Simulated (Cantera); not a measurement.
Input: 1 mol LiOH, 0.044 mol O2, equilibrated at 17.0 mbar.

Method: chemical equilibrium by Gibbs-energy minimisation in Cantera with the NASA 1993 tables (ideal gas, pure condensed phases). Candidate condensed phases: H2O, Li, LiH, LiOH, Li2O; 17 gas species. Condensed phases not in the tables: the peroxide. Equilibrium is a limit: real reactors are often held back by kinetics, nucleation or transport.

log p: log10 of the partial pressure in bar; n: condensed amount in mol.

```csv
T (°C),log p H2O,log p LiOH,log p O2,log p Li2O,log p Li,log p OH,log p Li2(OH)2,n Li2O(s)
550,-1.81,-7.64,-2.86,<-13,<-13,-9.71,-8.07,0.500
650,-1.81,-6.37,-2.86,<-13,<-13,-8.60,-7.25,0.500
750,-1.81,-5.34,-2.86,-12.39,<-13,-7.70,-6.57,0.500
850,-1.81,-4.52,-2.86,-10.49,-11.84,-6.96,-6.04,0.499
950,-1.81,___,-2.86,___,___,___,___,0.498
1050,-1.82,-3.25,-2.87,-7.58,-8.68,-5.82,-5.26,0.491
1150,-1.85,-2.77,-2.88,-6.45,-7.44,-5.39,-4.98,0.471
1250,___,___,-2.92,___,___,___,-4.80,___
1350,-2.10,-2.10,-2.98,-4.63,-5.40,-4.80,-4.75,0.331
1450,-2.40,-1.92,-3.06,-3.89,-4.56,-4.67,-4.86,0.193
1550,-2.84,-1.85,-3.11,-3.23,-3.81,-4.63,-5.13,0.0471
```

Question: Complete the blanks.

Answer: 
- 950, log p LiOH: -3.83
- 950, log p Li2O: -8.91
- 950, log p Li: -10.13
- 950, log p OH: -6.34
- 950, log p Li2(OH)2: -5.61
- 1250, log p H2O: -1.93
- 1250, log p LiOH: -2.39
- 1250, log p Li2O: -5.48
- 1250, log p Li: -6.35
- 1250, log p OH: -5.05
- 1250, n Li2O(s): 0.424
